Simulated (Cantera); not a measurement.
Ignition delay

Mixture: 4.16 % C₃H₈, 16.0 % O₂, 79.8 % N₂, equivalence ratio 1.3, at 34.5 atm, adiabatic and at constant pressure. Ignition delay is the time to a rise of 400 K.

Detailed kinetics in Cantera: GRI-Mech 3.0 (53 species, 325 reactions). GRI-Mech 3.0 was tuned for natural gas; its chemistry of propane as a main component is partial and can be far from experiment. The pressure lies above the range GRI-Mech 3.0 was tuned for (to about 10 atm).

| T0 (K) | delay (ms) |
|---|---|
| 1125 | 2.68 |
| 1200 | 0.769 |
| 1275 | 0.234 |
| 1350 | 0.0771 |
| 1425 | 0.0282 |
| 1500 | 0.0117 |
| 1575 | 0.00551 |

```json
{
  "apparent activation energy between 1425 and 1575 K": "200 kJ/mol"
}
```
